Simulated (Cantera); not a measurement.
Cantera run, input and output.

```python
import numpy as np
import cantera as ct

gas = ct.Solution("gri30.yaml")
gas.TPX = 1775, 13332, {'CH4': 1, 'CO2': 0.61, 'H2': 2}
inlet = ct.Reservoir(gas, clone=True)

reactor = ct.IdealGasConstPressureReactor(gas, energy="off", clone=False)
exhaust = ct.Reservoir(gas, clone=True)
tau = [25, 6.9, 1.9, 0.55, 0.15, 0.043, 0.012, 0.0034, 0.00097, 0.00027][0]
for a, b in ((inlet, reactor), (reactor, exhaust)):
    ct.MassFlowController(a, b, mdot=lambda t: reactor.mass / tau)
net = ct.ReactorNet([reactor])
show = ['CH4', 'CO2', 'H2', 'H2O', 'CH2O', 'O2']

rows = []
print(f"{'tau/s':>10s}{'T/K':>9s}" + "".join(f"{s:>11s}" for s in show))
for tau in [25, 6.9, 1.9, 0.55, 0.15, 0.043, 0.012, 0.0034, 0.00097, 0.00027]:
    net.initial_time = 0.0
    net.advance(30 * tau)
    before = gas.X
    net.advance(40 * tau)
    drift = np.max(np.abs(gas.X - before) / (gas.X + 1e-9))
    rows.append([gas.T, *gas[show].X, drift])
    print(f"{tau:10.3e}{gas.T:9.1f}" + "".join(f"{x:11.3e}" for x in gas[show].X))
```

It prints:

```
     tau/s      T/K        CH4        CO2         H2        H2O       CH2O         O2
 2.500e+01   1775.0  5.121e-03  9.045e-04  7.170e-01  9.811e-03  1.887e-08  1.633e-12
 6.900e+00   1775.0  9.242e-03  2.350e-03  7.019e-01  2.552e-02  5.540e-08  1.051e-11
 1.900e+00   1775.0  1.662e-02  5.003e-03  6.760e-01  5.253e-02  1.867e-07  4.102e-11
 5.500e-01   1775.0  2.931e-02  9.544e-03  6.436e-01  8.294e-02  5.297e-07  9.335e-11
 1.500e-01   1775.0  5.462e-02  2.147e-02  6.124e-01  1.013e-01  1.349e-06  1.304e-10
 4.300e-02   1775.0  1.001e-01  5.297e-02  5.945e-01  8.768e-02  3.080e-06  1.042e-10
 1.200e-02   1775.0  1.689e-01  1.065e-01  5.844e-01  4.701e-02  6.227e-06  4.614e-11
 3.400e-03   1775.0  2.319e-01  1.471e-01  5.685e-01  1.599e-02  8.830e-06  1.436e-11
 9.700e-04   1775.0  2.657e-01  1.640e-01  5.564e-01  3.754e-03  7.587e-06  2.969e-12
 2.700e-04   1775.0  2.753e-01  1.684e-01  5.540e-01  4.691e-04  2.144e-06  2.431e-13
```

Detailed kinetics in Cantera: GRI-Mech 3.0 (53 species, 325 reactions). GRI-Mech 3.0 stops at C3 and has no aromatics, soot or wall deposition, so with more carbon than oxygen in the feed, carbon stays in small species such as C2H2 where larger ones or solid carbon would form.
